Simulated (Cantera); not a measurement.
A diamond (100) surface in a fixed gas of H2 with x(CH4) = 0.0043, x(H) = 0.00085, x(CH3) = 8.5e-05, at 1225 K; coverages are run to steady state.

Cantera simulation using the Harris–Goodwin 1993 mechanism for the reconstructed diamond (100) surface; the numbers are that mechanism's predictions, not measurements.

θ: site fractions in the mechanism's names (c6HH fully hydrogenated, c6H* and c6*H radical sites, c6** diradical, c6HM methylated).

| P (Pa) | growth (µm/h) | θ c6HH | θ c6H* | θ c6*H | θ c6** | θ c6HM |
|---|---|---|---|---|---|---|
| 510 | 0.0228 | 0.458 | 0.0393 | 0.479 | 0.0228 | (withheld) |
| 840 | 0.0421 | 0.458 | 0.0393 | 0.479 | 0.0228 | (withheld) |
| 1400 | 0.0784 | 0.457 | 0.0393 | 0.479 | 0.0228 | (withheld) |
| 2300 | 0.145 | 0.457 | 0.0393 | 0.479 | 0.0228 | (withheld) |
| 3800 | 0.277 | 0.457 | 0.0393 | 0.479 | 0.0227 | (withheld) |
| 6400 | 0.566 | 0.457 | 0.0392 | 0.479 | 0.0227 | (withheld) |
| 11000 | 1.25 | 0.456 | 0.0392 | 0.478 | 0.0227 | (withheld) |
| 18000 | 2.68 | 0.456 | 0.0391 | 0.477 | 0.0227 | (withheld) |

Q: Complete the blanks.

A: 
- 510, θ c6HM: 7.82e-5
- 840, θ c6HM: 0.000131
- 1400, θ c6HM: 0.000221
- 2300, θ c6HM: 0.000364
- 3800, θ c6HM: 0.000598
- 6400, θ c6HM: 0.000991
- 11000, θ c6HM: 0.00165
- 18000, θ c6HM: 0.00256
